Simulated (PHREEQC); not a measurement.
Model water analysis in mg/L, 59 °C, pH 4.13, pe 10.8:

```csv
constituent,mg/L
Na,24.3
K,57.9
Ca,52.9
Mg,40.4
Cl,36
S(6) as SO4,372
Zn,0.138
B,0.0943
```

Valence states are taken as typed.

Model: ion-association model, phreeqc.dat, run in PHREEQC.

Each row changes one thing in this solution. Precipitation was switched off in this run.

```csv
case,ionic strength (mol/kgw),Ca+2 (mol/kgw),Mg+2 (mol/kgw),MgSO4 (mol/kgw),CaSO4 (mol/kgw),HSO4- (mol/kgw),SI of Gypsum (CaSO4:2H2O),SI of Halite (NaCl)
as made,0.0118,0.00105,0.00104,0.000623,0.000271,3.40e-5,-1.27,-7.67
Ca from 52.9 to 106 mg/L,0.0138,0.00215,0.00109,0.000576,0.000492,3.13e-5,-1.01,-7.68
Na from 24.3 to 48.6 mg/L,0.0124,0.00105,0.00105,0.000616,0.000267,3.38e-5,-1.27,-7.37
temperature from 59 to 75 °C at the same typed pH,0.0114,0.00104,0.000938,0.000724,0.000277,5.01e-5,-1.23,-7.68
```

Constants without temperature data keep their 25 °C values here.
